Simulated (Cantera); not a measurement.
**Equilibrium for roasting and sulfation: Fe₂O₃ + SO₂ + O₂**

Feed: 1 mol Fe₂O₃, a varied amount of SO₂, 2.6 mol O₂, equilibrated at 1.00 bar.

These are equilibrium values from Cantera (NASA tables, ideal gas, pure condensed phases), not measurements of a reactor. Candidate condensed phases: Fe, FeO, FeS, FeSO₄, FeS₂, Fe₂O₃, Fe₂(SO₄)₃, Fe₃O₄, S; 12 gas species. Kinetics and transport are ignored.

Problem. Map the stable condensed phases over T = 500, 550, 600, 650, 700, 750, 800, 850, 900, 950, 1000, 1050, 1100, 1150 °C and n(SO₂) in mol = 0.15, 0.2, 0.27, 0.37, 0.51, 0.69, 0.94.

Solution. 
```
T in °C \ n(SO₂) in mol
         0.15  0.2 0.27 0.37 0.51 0.69 0.94
   1150     A    A    A    A    A    A    A
   1100     A    A    A    A    A    A    A
   1050     A    A    A    A    A    A    A
   1000     A    A    A    A    A    A    A
    950     A    A    A    A    A    A    A
    900     A    A    A    A    A    A    A
    850     A    A    A    A    A    A    A
    800     A    A    A    A    A    A    A
    750     A    A    A    A    A    A    A
    700     A    A    A    A    A    A    B
    650     A    B    B    B    B    B    B
    600     B    B    B    B    B    B    B
    550     B    B    B    B    B    B    B
    500     B    B    B    B    B    B    B
```
A: Fe₂O₃; B: Fe₂O₃ + Fe₂(SO₄)₃.
